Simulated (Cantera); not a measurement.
Hydrocarbon pyrolysis for carbon deposition

An isothermal, constant-pressure homogeneous reactor starts with 17.5 % C₂H₆, 82.5 % N₂, at 1225 K and 101000 Pa.

Model: GRI-Mech 3.0 (53 species, 325 reactions), integrated in Cantera. GRI-Mech 3.0 stops at C3 and has no aromatics, soot or wall deposition, so with more carbon than oxygen in the feed, carbon stays in small species such as C2H2 where larger ones or solid carbon would form.

```tsv
t (s)	x C₂H₆	x CH₂	x HCN	x C₂H₄	x CH₃	x H
1.00e-6	0.175	<1e-12	<1e-12	6.00e-10	7.43e-7	3.07e-10
3.16e-6	0.175	<1e-12	<1e-12	1.70e-8	2.26e-6	2.25e-9
1.00e-5	0.175	4.13e-12	<1e-12	4.89e-7	6.38e-6	2.06e-8
3.16e-5	0.175	3.41e-11	<1e-12	1.28e-5	1.43e-5	1.63e-7
0.000100	0.175	1.46e-10	<1e-12	0.000240	2.20e-5	8.14e-7
0.000316	0.172	5.01e-10	3.19e-12	0.00237	3.72e-5	1.81e-6
0.00100	0.161	5.87e-10	8.00e-12	0.0112	3.98e-5	2.06e-6
0.00316	0.129	5.12e-10	1.18e-11	0.0361	3.52e-5	2.29e-6
0.0100	0.0624	3.31e-10	1.46e-11	0.0862	2.41e-5	2.74e-6
0.0316	0.00931	7.99e-11	1.62e-11	0.118	9.19e-6	2.17e-6
0.100	0.00194	1.86e-11	1.67e-11	0.108	4.29e-6	1.17e-6
0.316	0.00149	1.50e-11	1.75e-11	0.0874	4.14e-6	1.05e-6
1.00	0.00120	1.29e-11	1.95e-11	0.0708	4.39e-6	8.57e-7
```
x: mole fraction; the columns are a selection and need not sum to one.

Equilibrium at this temperature and pressure: C₂H₆ 0.000200, CH₂ 1.66e-12, HCN 0.0556, C₂H₄ 0.0221, CH₃ 2.83e-6, H 8.75e-8 (gas phase only).
